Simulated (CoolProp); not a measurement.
Vapour-liquid equilibrium of n-butane (1) + benzene (2) at 0.139 MPa; x and y are mole fractions of (1).

Computed with CoolProp (multi-fluid Helmholtz-energy mixture model, Bücker 2006 and Thol 2012; pair parameters Bell 2016).

```tsv
x	bubble temperature, mixture model (°C)	bubble temperature, Raoult's law (°C)	y, mixture model	y, Raoult's law
0.05	76.0	78.1	0.379	0.349
0.125	58.7	63.6	0.674	0.627
0.2	46.3	52.9	0.809	0.768
0.275	37.5	44.5	0.877	0.847
0.35	31.1	37.8	0.914	0.896
0.425	26.4	32.3	0.937	0.927
0.5	22.7	27.6	0.951	0.949
0.575	19.8	23.6	0.962	0.964
0.65	17.3	20.1	0.970	0.975
0.725	15.2	17.0	0.977	0.983
0.8	13.3	14.3	0.983	0.989
0.875	11.4	11.8	0.989	0.994
0.95	9.5	9.5	0.995	0.998
```

The largest gap from Raoult's law is -7.0 K in bubble temperature, at x = 0.275. No azeotrope shows between x = 0.05 and 0.95.

The pair parameters rest on a limited set of measurements; away from them the model extrapolates.
